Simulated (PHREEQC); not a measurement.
A solution holds 3.3 mmol/kgw CuSO4, 1.1 mmol/kgw HNO3 and 36 mmol/kgw KCl, at 25 °C. Closed to the air; pH follows from the charge balance.

The numbers come from PHREEQC with the ion-association model, phreeqc.dat.

Problem. The ionic strength comes out as 0.0479 mol/kgw. What activity coefficients do CuCl+, H+, HSO4-, Cu+2, Cl- get?

Solution. CuCl+ 0.82, H+ 0.86, HSO4- 0.82, Cu+2 0.49, Cl- 0.82.

No solid was allowed to form.
